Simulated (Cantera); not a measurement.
A Cantera script and what it prints.

```python
import numpy as np
import cantera as ct

gas_names = """
    B BF BF2 BF3 BH BHF2 BH2 BH3 BN B2 F F2 H HF H2 H2F2 H3F3 H4F4 H5F5 H6F6 H7F7 N NF NF2 NF3 NH NH2
    NH3 N2 N2H2 N2H4
""".split()
cond_names = """
    B(b) B(L) BN(s)
""".split()


# ... load() reads the species with a 1 bar reference pressure and builds the phases ...
atoms = {
    'BF3': {'B': 1, 'F': 3},
    'NH3': {'N': 1, 'H': 3},
}
top_T = {'BN(s)': 3200}  # K; cautious upper limits of use, not melting points


# ... equilibrate(T, P, feed) seeds the gas with the atoms and calls Mixture.equilibrate('TP', solver="vcs", rtol=1e-11, max_steps=5000) ...
results = []
feed = {'BF3': 1, 'NH3': 0.15}  # mol
T = 1675  # K
P = 10000  # Pa
mix = equilibrate(T, P, feed)
results.append((T, P, feed, dict(zip(mix.species_names, mix.species_moles))))
print(gas.report(threshold=1e-06))
for i in range(1, mix.n_phases):
    print(f"{mix.phase(i).name:16s} {mix.phase_moles(i):12.5e} mol")
```

Output:

```
       temperature   1675 K
          pressure   10000 Pa
           density   0.03851 kg/m^3
  mean mol. weight   53.632 kg/kmol
   phase of matter   gas

                          1 kg             1 kmol
                     ---------------   ---------------
          enthalpy        -1.443e+07       -7.7392e+08  J
   internal energy        -1.469e+07       -7.8784e+08  J
           entropy            6670.7        3.5776e+05  J/K
    Gibbs function       -2.5604e+07       -1.3732e+09  J
 heat capacity c_p              1281             68702  J/K
 heat capacity c_v              1126             60387  J/K

                      mass frac. Y      mole frac. X     chem. pot. / RT
                     ---------------   ---------------   ---------------
                BF        0.00032819        0.00059048           -45.702
               BF2          0.015315          0.016829           -83.746
               BF3           0.93042           0.73593           -121.79
              BHF2         0.0082604         0.0088934           -95.299
                 H         2.704e-06        0.00014387           -11.553
                HF          0.010036          0.026904           -49.598
                H2         0.0057713           0.15354           -23.107
                N2          0.029861          0.057169           -31.522
     [  +23 minor]          3.39e-08        1.2072e-07

B(b)              0.00000e+00 mol
BN(s)             0.00000e+00 mol
```

Method: chemical equilibrium by Gibbs-energy minimisation in Cantera with the NASA 1993 tables (ideal gas, pure condensed phases). The tables' values for BF2 are old estimates; treat these amounts as uncertain.
